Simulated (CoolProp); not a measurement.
Values from CoolProp's reference Helmholtz-energy equation of state, Gedanitz 2015.

Give the vapour pressure (kPa), vapour density (kg/m³), enthalpy of vaporisation (kJ/kg), liquid cp (kJ/(kg K)) of saturated cyclopentane at 31.05 °C.


```
T (°C)  p (kPa)  vapour density (kg/m³)  enthalpy of vaporisation (kJ/kg)  liquid cp (kJ/(kg K))
------  -------  ----------------------  --------------------------------  ---------------------
31.05      53.4                    1.52                               402                   1.84
```
